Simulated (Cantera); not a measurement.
Feed: 1 mol Fe2O3, 0.41 mol Cl2, 0.63 mol H2, equilibrated at 1473 K and 0.110 bar.

These are equilibrium values from Cantera (NASA tables, ideal gas, pure condensed phases), not measurements of a reactor. Mutual solubility and eutectic melting of coexisting phases are not modelled. Kinetics and transport are ignored.

```tsv
species	before	after
HCl	0.646	0.655
H2O	0.266	0.279
FeCl2	0.0489	0.0480
O2	0.0243	0.00264
Fe2Cl4	1.27e-5	0.000113
Cl	0.00769	0.00251
ClO	1.01e-5	3.31e-6
OH	0.000102	3.43e-5
FeCl3	0.00338	0.00998
Cl2	0.00276	0.00271
Fe2O3(s), mol	0.213	0.356
Fe3O4(s), mol	0.506	0.409
```
Gas species are given as mole fractions.

Name the change that produced these shifts.
(A) temperature from 1473 K to 1150 K
(B) Cl2 from 0.41 to 1.4 mol
(C) pressure from 0.110 bar to 1 atm
(D) temperature from 1473 K to 1050 K

C, pressure from 0.110 bar to 1 atm
